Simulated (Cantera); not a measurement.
Mixture: H2 : O2 : N2 = 1 : 0.962 : 4.52 (molar parts), at 280000 Pa, adiabatic and at constant volume. Ignition delay is the time to a rise of 400 K.

Model: the H2/O2 subset of GRI-Mech 3.0, which has no nitrogen chemistry, integrated in Cantera. The hydrogen kinetics of GRI-Mech 3.0 are dated; newer H2 mechanisms differ, most at raised pressure. Where the delays flatten at high temperature, the 400 K rule measures the pace of heat release, not the induction time.

Problem. Predict: delay at 1100 K; delay at 1200 K; delay at 1300 K; delay at 1400 K.

Solution. 
- delay at 1100 K: 73.7 µs
- delay at 1200 K: 23.4 µs
- delay at 1300 K: 13.1 µs
- delay at 1400 K: 8.85 µs
